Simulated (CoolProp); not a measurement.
Propylene at 196.35 K and 0.218 MPa is throttled through a valve to 0.0167 MPa with no heat exchange. Each further row changes one setting.

Computed with CoolProp (reference Helmholtz-energy equation of state, Lemmon 2013).

```tsv
case	temperature change (K)	final phase	final density (kg/m³)
as stated	___	two-phase, vapour fraction 0.018	24.2
outlet pressure 0.00501 MPa	___	___	___
outlet pressure 0.0217 MPa	___	liquid	___
```

Problem. Fill in the missing entries.

Solution. 
- as stated, temperature change (K): -3.9
- outlet pressure 0.00501 MPa, temperature change (K): -20.5
- outlet pressure 0.00501 MPa, final phase: two-phase, vapour fraction 0.088
- outlet pressure 0.00501 MPa, final density (kg/m³): 1.64
- outlet pressure 0.0217 MPa, temperature change (K): +0.1
- outlet pressure 0.0217 MPa, final density (kg/m³): 645
